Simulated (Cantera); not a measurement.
A closed system holds: 1 mol NF3, 0.44 mol SO2, 1 mol H2, held at 2952 °C and 0.0100 bar.

These are equilibrium values from Cantera (NASA tables, ideal gas, pure condensed phases), not measurements of a reactor. Candidate condensed phases: H2O, H2SO4, S; 62 gas species. Rates play no part.

Base state: HF 0.298, F 0.284, O 0.142, N2 0.0955, H 0.0858, S 0.0691, SO 0.0149, O2 0.00374 (mole fractions); condensed: gas only.

**Question.** What changes in the equilibrium state with this change: temperature from 2952 °C to 2352 °C?

**Answer.** 
```
species    before    after
-------  --------  -------
HF          0.298    0.481
F           0.284    0.242
N2         0.0955    0.119
O           0.142   0.0322
H          0.0858  0.00102
SO2      0.000625   0.0504
S          0.0691  0.00972
O2        0.00374   0.0153
SO         0.0149   0.0453
H2       0.000815  5.77e-6
N        0.000166  3.04e-6
SH       0.000161  6.62e-6
```

**Question.** What changes in the equilibrium state with this change: SO2 from 0.44 to 0.047 mol?

**Answer.** 
```
species    before     after
-------  --------  --------
HF          0.298     0.400
F           0.284     0.346
N2         0.0955     0.124
O           0.142    0.0219
SO         0.0149  0.000373
S          0.0691    0.0112
H          0.0858    0.0946
SO2      0.000625   2.42e-6
O2        0.00374   8.91e-5
```
